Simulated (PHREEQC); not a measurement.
A PHREEQC speciation (ion-association model, wateq4f.dat) at 25 °C gives pH 5.00 and these molalities:

```csv
species,mol/kgw
SO4-2,0.00431
Cu+2,0.00430
CuSO4,0.00139
H+,1.13e-5
Cu2(OH)2+2,5.04e-6
CuOH+,2.98e-6
HSO4-,2.89e-6
```

**Question.** What are the element totals, and what could have been dissolved in 1 kg of water to give them?

**Answer.** One answer among several that fit: totals Cu(2) 0.00570, S(6) 0.00570 mol/kgw, from 0.0057 mol CuSO4 per kg of water.

This is a speciation only: nothing precipitates in the calculation. Saturation is exceeded, for instance for Antlerite, Brochantite; the values hold only as long as no solid forms. Species that the database lacks are ignored.
